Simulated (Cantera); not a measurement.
Input (Python, Cantera):

```python
import numpy as np
import cantera as ct

gas = ct.Solution("gri30.yaml")


def delay(T, t_max=10):
    gas.TPX = T, 101325, {'CH3OH': 1, 'O2': 1.95, 'N2': 7.32}
    reactor = ct.IdealGasReactor(gas, clone=False)
    net = ct.ReactorNet([reactor])
    net.rtol, net.atol = 1e-8, 1e-16
    while net.time < t_max:
        t_old, T_old = net.time, reactor.T
        net.step()
        if reactor.T > T + 400:  # ignition: a rise of 400 K
            return t_old + (T + 400 - T_old) / (reactor.T - T_old) * (net.time - t_old)
    return np.nan


taus = []
for T in [1198, 1298, 1398, 1498, 1598, 1698, 1798, 1898, 1998]:
    taus.append(delay(T))
    print(f"T0 = {T:6g} K   tau = {taus[-1]:.4e} s")
```

Output:

```
T0 =   1198 K   tau = 1.0077e-02 s
T0 =   1298 K   tau = 2.2191e-03 s
T0 =   1398 K   tau = 6.3117e-04 s
T0 =   1498 K   tau = 2.2240e-04 s
T0 =   1598 K   tau = 9.2952e-05 s
T0 =   1698 K   tau = 4.4178e-05 s
T0 =   1798 K   tau = 2.3142e-05 s
T0 =   1898 K   tau = 1.3122e-05 s
T0 =   1998 K   tau = 7.9763e-06 s
```

Computed with Cantera and GRI-Mech 3.0 (53 species, 325 reactions). GRI-Mech 3.0 was tuned for natural gas; its chemistry of methanol as a main component is partial and can be far from experiment.
